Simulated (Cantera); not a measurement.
A freely propagating, adiabatic, planar premixed flame of 52.2 % H2, 10.0 % O2, 37.8 % N2, unburnt at 550 K and 1.38 atm; multicomponent+Soret transport, grid criteria slope 0.08 and curve 0.16, no radiation.

Computed with Cantera and the H2/O2 subset of GRI-Mech 3.0, which has no nitrogen chemistry. Burning velocities carry a grid error of a few per cent, more on coarse grids.

Question: Predict: laminar burning velocity; thermal thickness; peak x(HO2); peak x(OH); peak x(H).

Answer: 
| Quantity | Result |
|---|---|
| laminar burning velocity | 685 cm/s |
| thermal thickness | 0.292 mm |
| peak x(HO2) | 0.000344 |
| peak x(OH) | 0.00200 |
| peak x(H) | 0.0702 |
